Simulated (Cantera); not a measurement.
An isothermal, constant-pressure homogeneous reactor starts with H₂ : O₂ : N₂ = 0.88 : 1 : 0.64 (molar parts), equivalence ratio 0.44, at 1200 K and 0.197 atm.

Detailed kinetics in Cantera: the H2/O2 subset of GRI-Mech 3.0, which has no nitrogen chemistry. The temperature is held fixed by assumption; the heat of reaction is taken as removed at once.

x: mole fraction; the columns are a selection and need not sum to one.

```
t (s)        x H₂   x O₂      x OH   x H₂O₂       x O     x HO₂       x H
--------  -------  -----  --------  -------  --------  --------  --------
0.000200   0.0175  0.265   0.00808      [?]    0.0138  0.000101    0.0244
0.000629  0.00107  0.269   0.00131      [?]  0.000557   4.06e-5  0.000168
0.00198   8.97e-5  0.269  0.000391      [?]   4.77e-5   6.31e-6   4.28e-6
0.00621   8.73e-6  0.269  0.000156      [?]   7.21e-6   1.00e-6   2.32e-7
0.0195    1.32e-6  0.269   7.25e-5      [?]   1.57e-6   2.18e-7   2.21e-8
0.0614    3.05e-7  0.269   3.73e-5      [?]   4.18e-7   6.23e-8   2.99e-9
0.193     8.75e-8  0.269   2.04e-5      [?]   1.26e-7   2.64e-8  5.00e-10
0.607     3.33e-8  0.269   1.23e-5      [?]   4.60e-8   2.11e-8  1.19e-10
1.91      2.36e-8  0.269   9.92e-6  2.39e-9   2.98e-8   2.21e-8  6.94e-11
6.00      2.33e-8  0.269   9.83e-6  2.35e-9   2.93e-8   2.22e-8  6.78e-11
```

**Question.** Fill in the missing entries.

**Answer.** 
- 0.000200, x H₂O₂: 1.02e-5
- 0.000629, x H₂O₂: 4.47e-6
- 0.00198, x H₂O₂: 1.14e-6
- 0.00621, x H₂O₂: 3.09e-7
- 0.0195, x H₂O₂: 8.97e-8
- 0.0614, x H₂O₂: 2.79e-8
- 0.193, x H₂O₂: 9.17e-9
- 0.607, x H₂O₂: 3.56e-9
